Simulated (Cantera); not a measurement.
# SiCl₄ + NH₃ + H₂ (silicon nitride deposition)

Charge: 1 mol SiCl₄, 2.7 mol NH₃, 70 mol H₂, held at 1.00 Torr.

Method: chemical equilibrium by Gibbs-energy minimisation in Cantera with the NASA 1993 tables (ideal gas, pure condensed phases). Candidate condensed phases: NH₄Cl, Si, Si₃N₄; 28 gas species. The tables' values for SiCl, SiCl₃, SiN are old estimates; treat these amounts as uncertain. Gases not in the tables: Si₂H₆ and higher silanes. Rates play no part.

```tsv
T (K)	x H₂	x HCl	x H	x N₂	n Si₃N₄(s)	n Si(s)	n Si(l)
998	0.939	0.0521	5.71e-8	0.00891	0.333	0	0
1098	0.939	0.0521	6.56e-7	0.00892	0.333	0	0
1198	0.939	0.0519	5.05e-6	0.00899	0.330	0	0
1298	0.939	0.0504	2.84e-5	0.00945	0.312	0	0
1398	0.940	0.0453	0.000126	0.0111	0.248	0	0
1498	0.936	0.0404	0.000455	0.0174	0	0.564	0
1598	0.935	0.0398	0.00141	0.0174	0	0.538	0
1698	0.933	0.0393	0.00382	0.0174	0	0	0.485
1798	0.925	0.0400	0.00927	0.0173	0	0	0.364
1898	0.908	0.0412	0.0204	0.0171	0	0	0
```
x: gas mole fraction; n: condensed amount in mol.

From 998 K to 1398 K the condensed part is Si₃N₄(s). From 1498 K to 1598 K the condensed part is Si(s). From 1698 K to 1798 K the condensed part is Si(l). At 1898 K nothing is condensed. The main Si-bearing gas is SiCl₄ at 998 K and Si at 1898 K.
